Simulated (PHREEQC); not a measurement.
Dissolve 0.036 mol/kgw NaHS, 0.23 mol/kgw HCl and 0.00035 mol/kgw MnCl2 at 20 °C. Closed to the air; pH follows from the charge balance.

The numbers come from PHREEQC with the ion-association model, wateq4f.dat.

```
quantity                    before     after
------------------------  --------  --------
pH                            0.81      9.63
ionic strength (mol/kgw)     0.231    0.0370
Mn+2 (mol/kgw)            0.000269  0.000334
MnCl+ (mol/kgw)            7.69e-5   4.92e-7
MnCl2 (mol/kgw)            3.77e-6  1.05e-10
HS- (mol/kgw)              3.46e-8    0.0359
SI of Halite (NaCl)          -3.94     -6.32
SI of MnS(Green) (MnS)      -14.75     +0.47
```

Question: What was changed between the two runs?
A) diluted 5-fold with water
B) HCl left out
C) MnCl2 from 0.00035 to 7e-05 mol/kgw
D) diluted 2-fold with water

Answer: B, HCl left out

No solid was allowed to form. Some of these states are supersaturated (in MnS(Green), Pyrochroite, for instance).
